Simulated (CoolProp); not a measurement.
Vapour-liquid equilibrium of isohexane (1) + benzene (2) at 295.4 K; x and y are mole fractions of (1).

Model: multi-fluid Helmholtz-energy mixture model, Lemmon 2006 and Thol 2012; pair parameters Bell 2016, in CoolProp.

```
x     bubble pressure (bar)  y at the bubble point  dew pressure at overall composition x (bar)  liquid density (mol/L)
----  ---------------------  ---------------------  -------------------------------------------  ----------------------
0.05                 0.1315                  0.191                                       0.1163                   10.96
0.2                  0.1707                  0.454                                       0.1327                   10.26
0.35                 0.1941                  0.581                                       0.1535                   9.630
0.5                  0.2110                  0.675                                       0.1790                   9.066
0.65                 0.2250                  0.764                                       0.2067                   8.560
0.8                  0.2374                  0.859                                       0.2301                   8.102
0.95                 0.2483                  0.963                                       0.2470                   7.685
```

No azeotrope shows between x = 0.05 and 0.95.

Pair parameters are fitted to limited data, so mixtures are less certain than the pure fluids.
